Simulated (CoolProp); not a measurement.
R142b at several states: density (kg/m³) from the reference equation and from simpler models built on Tc = 410.3 K, pc = 4055 kPa, ω = 0.232; each cubic takes its own stable root.

Values from CoolProp's reference Helmholtz-energy equation of state, Lemmon 2006. It is a short technical equation, of lower accuracy than the large ones.

| T (K) | p (kPa) | phase | reference |
|---|---|---|---|
| 345.7 | 5120 | liquid | 1003 |
| 406.7 | 2550 | gas | 105.1 |
| 363.4 | 2990 | liquid | 926.8 |

Question: How far does each simpler model (van der Waals, Redlich-Kwong, Peng-Robinson) lie from the reference over these 3 states: mean and median of the absolute difference, and the worst?

Answer: 
- van der Waals: mean 27.5 %, median 37.4 %, worst -39.8 % at 363.4 K and 2990 kPa
- Redlich-Kwong: mean 11.1 %, median 14.2 %, worst -17.7 % at 363.4 K and 2990 kPa
- Peng-Robinson: mean 1.6 %, median 1.8 %, worst -2.7 % at 363.4 K and 2990 kPa
